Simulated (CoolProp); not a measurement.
R1132(E) at 298.15 K and 0.162 MPa is compressed adiabatically to 0.294 MPa with isentropic efficiency 0.8. Each further row changes one setting.

Model: reference Helmholtz-energy equation of state, Akasaka 2024, in CoolProp.

| case | work (kJ/kg) | final temperature (K) | final density (kg/m³) |
|---|---|---|---|
| as stated | 29.4 | 329.7 | 7.04 |
| efficiency 1 | 23.5 | 323.9 | 7.18 |
| efficiency 0.65 | 36.2 | 336.3 | 6.89 |
